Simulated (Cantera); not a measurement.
A Cantera script and what it prints.

```python
import numpy as np
import cantera as ct

gas_names = [...]  # 62 gases of nasa_gas.yaml made of B, F, H, N, O
cond_names = """
    B(b) B(L) BN(s) B2O3(L) B3O3H3(cr) H2O(s) H2O(L)
""".split()


# ... load() reads the species with a 1 bar reference pressure and builds the phases ...
atoms = {
    'BF3': {'B': 1, 'F': 3},
    'H2O': {'H': 2, 'O': 1},
    'N2': {'N': 2},
}
top_T = {'BN(s)': 3200}  # K; cautious upper limits of use, not melting points


# ... equilibrate(T, P, feed) seeds the gas with the atoms and calls Mixture.equilibrate('TP', solver="vcs", rtol=1e-11, max_steps=5000) ...
results = []
feed = {'BF3': 1, 'H2O': 0.076, 'N2': 40}  # mol
T = 2075  # K
P = 1000  # Pa
mix = equilibrate(T, P, feed)
results.append((T, P, feed, dict(zip(mix.species_names, mix.species_moles))))
print(gas.report(threshold=0.001))
for i in range(1, mix.n_phases):
    print(f"{mix.phase(i).name:16s} {mix.phase_moles(i):12.5e} mol")
```

Result:

```
       temperature   2075 K
          pressure   1000 Pa
           density   0.0016753 kg/m^3
  mean mol. weight   28.903 kg/kmol
   phase of matter   gas

                          1 kg             1 kmol
                     ---------------   ---------------
          enthalpy        1.1432e+06        3.3042e+07  J
   internal energy        5.4629e+05         1.579e+07  J
           entropy             10241          2.96e+05  J/K
    Gibbs function       -2.0107e+07       -5.8115e+08  J
 heat capacity c_p            1286.6             37186  J/K
 heat capacity c_v             998.9             28872  J/K

                      mass frac. Y      mole frac. X     chem. pot. / RT
                     ---------------   ---------------   ---------------
               BF3          0.052074          0.022198           -113.46
               BOF         0.0029222         0.0018438            -79.42
                HF          0.002552         0.0036869           -50.782
                N2           0.94186           0.97176           -31.699
     [  +58 minor]         0.0005948         0.0005153

B(b)              0.00000e+00 mol
BN(s)             0.00000e+00 mol
B2O3(L)           0.00000e+00 mol
```

Method: chemical equilibrium by Gibbs-energy minimisation in Cantera with the NASA 1993 tables (ideal gas, pure condensed phases). The tables' values for BF2 are old estimates; treat these amounts as uncertain.
